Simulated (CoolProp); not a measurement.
Model: reference Helmholtz-energy equation of state, Guder 2009, in CoolProp.

Task: For sulfur hexafluoride, give the phase and the Z, viscosity (µPa s), conductivity (mW/(m K)), fugacity coefficient at 243.2 K and 8.68 bar.

Result: 
- 243.2 K and 8.68 bar: liquid; Z 0.0359, viscosity 307, conductivity 71.3, fugacity coefficient 0.516

Viscosity comes from a separate model (Quiñones-Cisneros 2012). Thermal conductivity comes from a separate model (Assael 2012).
